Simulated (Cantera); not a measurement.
Standard-state values (1 bar) from the NASA 1993 polynomials, evaluated with Cantera. Values are per mole of reaction as written; species without (g) are pure solids or liquids, kept so even where they would boil at 1 bar.

Q: Between 300 and 2048 K, where is each reaction favourable under standard conditions?
- 2 TiO(g) + O2(g) = 2 TiO2

A: 
- 2 TiO(g) + O2(g) = 2 TiO2: ΔG° is -1827 kJ at 300 K and -900 kJ at 2048 K; it stays negative (K > 1). ΔH° is -1931 kJ and ΔS° -503 J/K at 2048 K.
